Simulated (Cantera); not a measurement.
A perfectly stirred reactor is fed with 27.4 % C₂H₆, 71.3 % N₂, 1.26 % H₂O, at 0.310 bar; it is held at 1548 K, and followed from long to short residence time.

Detailed kinetics in Cantera: GRI-Mech 3.0 (53 species, 325 reactions). GRI-Mech 3.0 stops at C3 and has no aromatics, soot or wall deposition, so with more carbon than oxygen in the feed, carbon stays in small species such as C2H2 where larger ones or solid carbon would form.

Task: Predict: x(C₂H₆) at τ = 20.0 s; x(HCN) at τ = 20.0 s; x(CH₃) at τ = 20.0 s; x(CH₄) at τ = 20.0 s; x(H) at τ = 20.0 s; x(C₂H₆) at τ = 71.0 ms; x(HCN) at τ = 71.0 ms; x(CH₃) at τ = 71.0 ms; x(CH₄) at τ = 71.0 ms; x(H) at τ = 71.0 ms.

Result: 
* **x(C₂H₆) at τ = 20.0 s**: 1.03e-5
* **x(HCN) at τ = 20.0 s**: 1.64e-7
* **x(CH₃) at τ = 20.0 s**: 5.00e-5
* **x(CH₄) at τ = 20.0 s**: 0.0235
* **x(H) at τ = 20.0 s**: 3.49e-5
* **x(C₂H₆) at τ = 71.0 ms**: 0.000944
* **x(HCN) at τ = 71.0 ms**: 6.17e-8
* **x(CH₃) at τ = 71.0 ms**: 0.000437
* **x(CH₄) at τ = 71.0 ms**: 0.0603
* **x(H) at τ = 71.0 ms**: 9.84e-5
